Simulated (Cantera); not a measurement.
Fluorocarbon and chlorocarbon gases: CH3Cl + H2

A closed system holds: 1 mol CH3Cl, 7.2 mol H2, equilibrated at 1375 K and 0.0910 bar.

Equilibrium computed with Cantera from the NASA thermochemical tables; the gas is ideal and each condensed phase is pure. Candidate condensed phases: C, C6H6, C7H8, C8H18; 91 gas species. Kinetics and transport are ignored.

```
Property                 Value
-------------------  ---------
x(H2)                    0.891
x(HCl)                   0.109
x(CH4)                0.000359
x(H)                   1.07e-5
x(C2H2 (acetylene))    1.58e-6
x(Cl)                  1.08e-6
n(C(graphite))       0.997 mol
gas amount           9.197 mol
```
